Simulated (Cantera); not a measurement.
# Premixed flame

A freely propagating, adiabatic, planar premixed flame of 44.8 % H2, 14.9 % O2, 40.3 % N2, unburnt at 398 K and 2.27 atm; mixture-averaged transport, grid criteria slope 0.08 and curve 0.16, no radiation.

Detailed kinetics in Cantera: the H2/O2 subset of GRI-Mech 3.0, which has no nitrogen chemistry. The hydrogen kinetics of GRI-Mech 3.0 are dated; newer H2 mechanisms differ, most at raised pressure. Burning velocities carry a grid error of a few per cent, more on coarse grids.

```json
[
 {"z (mm)": "-0.363", "T (K)": "398", "u (m/s)": "6.40", "x H2": "0.448", "x O2": "0.149", "x H2O": "<1e-8", "x O": "<1e-8", "x HO2": "<1e-8", "x OH": "<1e-8"},
 {"z (mm)": "-0.242", "T (K)": "398", "u (m/s)": "6.40", "x H2": "0.448", "x O2": "0.149", "x H2O": "<1e-8", "x O": "<1e-8", "x HO2": "<1e-8", "x OH": "<1e-8"},
 {"z (mm)": "-0.181", "T (K)": "398", "u (m/s)": "6.40", "x H2": "0.448", "x O2": "0.149", "x H2O": "<1e-8", "x O": "<1e-8", "x HO2": "<1e-8", "x OH": "<1e-8"},
 {"z (mm)": "-0.121", "T (K)": "398", "u (m/s)": "6.40", "x H2": "0.448", "x O2": "0.149", "x H2O": "1.86e-7", "x O": "<1e-8", "x HO2": "7.14e-8", "x OH": "<1e-8"},
 {"z (mm)": "-0.0605", "T (K)": "419", "u (m/s)": "6.68", "x H2": "0.443", "x O2": "0.150", "x H2O": "0.000349", "x O": "2.80e-6", "x HO2": "0.000173", "x OH": "1.86e-5"},
 {"z (mm)": "-0.0302", "T (K)": "743", "u (m/s)": "11.4", "x H2": "0.401", "x O2": "0.145", "x H2O": "0.0241", "x O": "0.000296", "x HO2": "0.000619", "x OH": "0.00157"},
 {"z (mm)": "0", "T (K)": "1262", "u (m/s)": "18.7", "x H2": "0.299", "x O2": "0.107", "x H2O": "0.113", "x O": "0.00370", "x HO2": "0.000225", "x OH": "0.00340"},
 {"z (mm)": "0.0302", "T (K)": "1615", "u (m/s)": "23.6", "x H2": "0.197", "x O2": "0.0454", "x H2O": "0.227", "x O": "0.00714", "x HO2": "8.61e-5", "x OH": "0.00852"},
 {"z (mm)": "0.0605", "T (K)": "1790", "u (m/s)": "26.0", "x H2": "0.156", "x O2": "0.0166", "x H2O": "0.281", "x O": "0.00672", "x HO2": "2.99e-5", "x OH": "0.0119"},
 {"z (mm)": "0.121", "T (K)": "1955", "u (m/s)": "28.1", "x H2": "0.147", "x O2": "0.00567", "x H2O": "0.303", "x O": "0.00541", "x HO2": "9.72e-6", "x OH": "0.0141"},
 {"z (mm)": "0.242", "T (K)": "2115", "u (m/s)": "30.1", "x H2": "0.153", "x O2": "0.00347", "x H2O": "0.313", "x O": "0.00389", "x HO2": "5.56e-6", "x OH": "0.0144"},
 {"z (mm)": "0.484", "T (K)": "2265", "u (m/s)": "31.9", "x H2": "0.158", "x O2": "0.00209", "x H2O": "0.322", "x O": "0.00238", "x HO2": "3.21e-6", "x OH": "0.0130"},
 {"z (mm)": "0.968", "T (K)": "2390", "u (m/s)": "33.3", "x H2": "0.162", "x O2": "0.00109", "x H2O": "0.331", "x O": "0.00125", "x HO2": "1.67e-6", "x OH": "0.0105"}
]
```
x: mole fraction of selected species; z is measured from the peak of heat release.

| Item | Result |
|---|---|
| laminar burning velocity | 640 cm/s |
| thermal thickness | 0.121 mm |
| peak x(O) | 0.00722 |
| peak x(HO2) | 0.000886 |
| peak x(OH) | 0.0145 |
| grid points | 112 |
